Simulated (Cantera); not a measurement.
A Cantera script and what it prints.

```python
import numpy as np
import cantera as ct

gas_names = """
    Ca O2
""".split()
cond_names = """
    CaO(s) CaO(L)
""".split()


# ... load() reads the species with a 1 bar reference pressure and builds the phases ...
species = {s.name: s for s in load("nasa_gas.yaml", gas_names) + load("nasa_condensed.yaml", cond_names)}
# Each term lists the table entries of one substance; the one whose range holds T is used.
reactions = {
    '2 CaO = 2 Ca(g) + O2(g)':
        [(-2, ['CaO(s)', 'CaO(L)']), (2, ['Ca']), (1, ['O2'])],
}


def pick(names, T):
    return next(species[n] for n in names if species[n].thermo.min_temp <= T <= species[n].thermo.max_temp)


results = []
for label, terms in reactions.items():
    print(label)
    print("     T/K   dH/kJ  dS/(J/K)   dG/kJ   log10 K")
    for T in [1123, 1173, 1223, 1273, 1323, 1373, 1423, 1473, 1523, 1573]:
        used = [(nu, pick(names, T)) for nu, names in terms]
        dH = sum(nu * s.thermo.h(T) for nu, s in used) / 1e6
        dS = sum(nu * s.thermo.s(T) for nu, s in used) / 1e3
        dG = dH - T * dS / 1e3
        logK = -dG * 1e6 / (ct.gas_constant * T * np.log(10))
        results.append((label, T, dH, dS, dG, logK, [s.name for _, s in used]))
        print(f"{T:8g} {dH:8.1f} {dS:8.1f} {dG:8.1f} {logK:8.2f}")
```

Output:

```
2 CaO = 2 Ca(g) + O2(g)
     T/K   dH/kJ  dS/(J/K)   dG/kJ   log10 K
    1123   1603.3    404.6   1149.0   -53.44
    1173   1601.7    403.2   1128.8   -50.26
    1223   1600.1    401.9   1108.6   -47.35
    1273   1598.5    400.6   1088.6   -44.67
    1323   1596.8    399.3   1068.6   -42.19
    1373   1595.2    398.0   1048.6   -39.89
    1423   1593.5    396.8   1028.8   -37.76
    1473   1591.8    395.6   1009.0   -35.78
    1523   1590.0    394.5    989.2   -33.93
    1573   1588.3    393.4    969.5   -32.19
```

Standard-state values (1 bar) from the NASA 1993 polynomials, evaluated with Cantera. Condensed species are held in their standard states even where they would react or evaporate.
